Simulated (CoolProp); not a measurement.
Vapour-liquid equilibrium of ethylene (1) + propane (2) at 0.639 MPa; x and y are mole fractions of (1).

Values from CoolProp's multi-fluid Helmholtz-energy mixture model, Smukala 2000 and Lemmon 2009; pair parameters Bell 2016.

### Question
Give the bubble temperature and the first vapour's composition at x = 0.35, 0.65, 0.8. Is there an azeotrope?

### Answer
x = 0.35: 236.5 K, y = 0.844; x = 0.65: 219.9 K, y = 0.955; x = 0.8: 214.6 K, y = 0.978. No azeotrope shows between x = 0.05 and 0.95.

Pair parameters are fitted to limited data, so mixtures are less certain than the pure fluids.
